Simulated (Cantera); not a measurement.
Charge: 1 mol Si, 5.4 mol HCl, 5.9 mol H2, held at 1.30 bar.

Method: chemical equilibrium by Gibbs-energy minimisation in Cantera with the NASA 1993 tables (ideal gas, pure condensed phases). Candidate condensed phases: Si; 19 gas species. Rates play no part. All values below are at 527 °C.

Base state: H2 0.766, HCl 0.136, SiCl4 0.0966, SiHCl3 0.000491 (mole fractions); condensed: gas only.

Task: What changes in the equilibrium state with this change: HCl from 5.4 to 0.79 mol?

Result: 
```csv
species,before,after
H2,0.766,0.964
SiHCl3,0.000491,0.0172
SiCl4,0.0966,0.0167
HCl,0.136,0.000844
SiH3Cl,<1e-9,2.77e-5
SiH2Cl2,2.01e-7,0.00144
SiCl3,3.40e-7,1.07e-5
"Si(s), mol",0,0.771
```
The tables' values for SiCl3 are old estimates; treat these amounts as uncertain.
